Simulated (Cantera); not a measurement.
An adiabatic, constant-volume homogeneous reactor starts with 15.1 % CO, 7.25 % H2, 16.3 % O2, 61.3 % N2, equivalence ratio 0.69, at 1400 K and 20300 Torr.

Model: GRI-Mech 3.0 (53 species, 325 reactions), integrated in Cantera. The hydrogen kinetics of GRI-Mech 3.0 are dated; newer H2 mechanisms differ, most at raised pressure. The pressure lies above the range GRI-Mech 3.0 was tuned for (to about 10 atm). Above 3000 K some thermodynamic fits are extrapolated.

Predict: time of steepest temperature rise; temperature at 0.200 s; equilibrium temperature; x(CO) at 0.200 s; x(H2) at 0.200 s; x(O2) at 0.200 s; x(N2O) at 0.200 s; x(OH) at 0.200 s.


```json
{
  "time_of_steepest_temperature_rise": "2.81 µs",
  "temperature at 0.200 s": "3004 K",
  "equilibrium_temperature": "3004 K",
  "x(CO) at 0.200 s": "0.0276 (gas-phase equilibrium 0.0276)",
  "x(H2) at 0.200 s": "0.00192 (gas-phase equilibrium 0.00192)",
  "x(O2) at 0.200 s": "0.0553 (gas-phase equilibrium 0.0553)",
  "x(N2O) at 0.200 s": "8.55e-6 (gas-phase equilibrium 8.55e-6)",
  "x(OH) at 0.200 s": "0.0121 (gas-phase equilibrium 0.0121)"
}
```
